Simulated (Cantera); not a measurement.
Input (Python, Cantera):

```python
import numpy as np
import cantera as ct

gas = ct.Solution("gri30.yaml")
gas.TPX = 2223, 190000, {'CH4': 1, 'CO2': 3.5}
inlet = ct.Reservoir(gas, clone=True)

reactor = ct.IdealGasConstPressureReactor(gas, energy="off", clone=False)
exhaust = ct.Reservoir(gas, clone=True)
tau = [1.1, 0.34, 0.11, 0.033, 0.01, 0.0031, 0.00096, 0.0003][0]
for a, b in ((inlet, reactor), (reactor, exhaust)):
    ct.MassFlowController(a, b, mdot=lambda t: reactor.mass / tau)
net = ct.ReactorNet([reactor])
show = ['CH4', 'CO2', 'O', 'HO2', 'H2O2', 'O2']

rows = []
print(f"{'tau/s':>10s}{'T/K':>9s}" + "".join(f"{s:>11s}" for s in show))
for tau in [1.1, 0.34, 0.11, 0.033, 0.01, 0.0031, 0.00096, 0.0003]:
    net.initial_time = 0.0
    net.advance(30 * tau)
    before = gas.X
    net.advance(40 * tau)
    drift = np.max(np.abs(gas.X - before) / (gas.X + 1e-9))
    rows.append([gas.T, *gas[show].X, drift])
    print(f"{tau:10.3e}{gas.T:9.1f}" + "".join(f"{x:11.3e}" for x in gas[show].X))
```

Output:

```
     tau/s      T/K        CH4        CO2          O        HO2       H2O2         O2
 1.100e+00   2223.0  9.164e-06  1.825e-01  3.890e-06  2.496e-09  1.723e-09  3.141e-06
 3.400e-01   2223.0  3.398e-05  1.825e-01  3.396e-06  2.170e-09  1.520e-09  2.743e-06
 1.100e-01   2223.0  1.275e-04  1.828e-01  2.779e-06  1.774e-09  1.264e-09  2.246e-06
 3.300e-02   2223.0  4.731e-04  1.840e-01  2.401e-06  1.547e-09  1.110e-09  1.938e-06
 1.000e-02   2223.0  1.489e-03  1.882e-01  2.204e-06  1.478e-09  1.060e-09  1.774e-06
 3.100e-03   2223.0  3.910e-03  2.034e-01  1.861e-06  1.492e-09  1.062e-09  1.515e-06
 9.600e-04   2223.0  8.772e-03  2.508e-01  1.222e-06  1.655e-09  1.114e-09  1.063e-06
 3.000e-04   2223.0  1.902e-02  3.484e-01  7.134e-07  1.878e-09  1.042e-09  6.185e-07
```

Cantera simulation using GRI-Mech 3.0 (53 species, 325 reactions); the numbers are that mechanism's predictions, not measurements.
